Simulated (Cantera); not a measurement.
Input (Python, Cantera) and output of one run.

```python
import numpy as np
import cantera as ct

gas_names = """
    Br Br2 H HBr H2 Si SiBr SiBr2 SiBr3 SiBr4 SiH SiHBr3 SiH2 SiH2Br2 SiH3 SiH3Br SiH4 Si2 Si3
""".split()
cond_names = """
    Br2(cr) Br2(L) Si(cr) Si(L)
""".split()


# ... load() reads the species with a 1 bar reference pressure and builds the phases ...
atoms = {
    'Si': {'Si': 1},
    'HBr': {'H': 1, 'Br': 1},
}
top_T = {}  # K; cautious upper limits of use, not melting points


# ... equilibrate(T, P, feed) seeds the gas with the atoms and calls Mixture.equilibrate('TP', solver="vcs", rtol=1e-11, max_steps=5000) ...
results = []
feed = {'Si': 1, 'HBr': 9.9}  # mol
T = 1525  # K
P = 100000  # Pa
mix = equilibrate(T, P, feed)
results.append((T, P, feed, dict(zip(mix.species_names, mix.species_moles))))
print(gas.report(threshold=0.0001))
for i in range(1, mix.n_phases):
    print(f"{mix.phase(i).name:16s} {mix.phase_moles(i):12.5e} mol")
```

It prints:

```
       temperature   1525 K
          pressure   1e+05 Pa
           density   0.72305 kg/m^3
  mean mol. weight   91.68 kg/kmol
   phase of matter   gas

                          1 kg             1 kmol
                     ---------------   ---------------
          enthalpy       -1.8549e+05       -1.7006e+07  J
   internal energy        -3.238e+05       -2.9686e+07  J
           entropy            2981.8        2.7338e+05  J/K
    Gibbs function       -4.7328e+06        -4.339e+08  J
 heat capacity c_p            453.56             41583  J/K
 heat capacity c_v            362.87             33268  J/K

                      mass frac. Y      mole frac. X     chem. pot. / RT
                     ---------------   ---------------   ---------------
                Br         0.0028219         0.0032378           -20.045
               HBr           0.59967           0.67947           -30.159
                H2         0.0045433           0.20661           -20.228
             SiBr2          0.021605          0.010542            -50.99
             SiBr3          0.021663         0.0074161           -71.036
             SiBr4           0.34377          0.090643           -91.081
            SiHBr3          0.005729          0.001954            -81.15
     [  +12 minor]        0.00019963        0.00012146

Br2(L)            0.00000e+00 mol
Si(cr)            0.00000e+00 mol
```

Method: chemical equilibrium by Gibbs-energy minimisation in Cantera with the NASA 1993 tables (ideal gas, pure condensed phases). The tables' values for SiBr3 are old estimates; treat these amounts as uncertain.
